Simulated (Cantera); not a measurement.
A closed system holds: 1 mol SiO2, 1.2 mol HCl, 8.4 mol N2, at 0.0640 bar.

Cantera equilibrium calculation (NASA polynomials, part measured and part estimated; ideal gas, pure solids and liquids). Candidate condensed phases: H2O, NH4Cl, Si, SiO2, Si2N2O, Si3N4; 47 gas species. The tables hold silica as quartz up to 1696 K and as liquid above; real silica turns to tridymite and cristobalite and melts near 1996 K. Kinetics and transport are ignored. All values below are at 1275 K.

Base state: N2 0.875, HCl 0.125, Cl 5.62e-5, H2 3.02e-5, H2O 1.55e-5 (mole fractions); condensed: SiO2(β-quartz).

Task: What changes in the equilibrium state with this change: SiO2 replaced by CaO?

Result: 
| species | before | after |
|---|---|---|
| N2 | 0.875 | 0.922 |
| H2O | 1.55e-5 | 0.0544 |
| HCl | 0.125 | 0.0229 |
| CaCl2 | 0 | 0.000551 |
| Cl | 5.62e-5 | 1.66e-5 |
| H2 | 3.02e-5 | 1.16e-5 |
| SiO2(β-quartz), mol | 1.000 | 0 |
| CaCl2(l), mol | 0 | 0.490 |
| CaO(s), mol | 0 | 0.505 |
Mutual solubility and eutectic melting of coexisting phases are not modelled. Condensed phases not in the tables: oxide chlorides. Further candidate phases: Ca, CaCl2, CaO, Ca(OH)2.
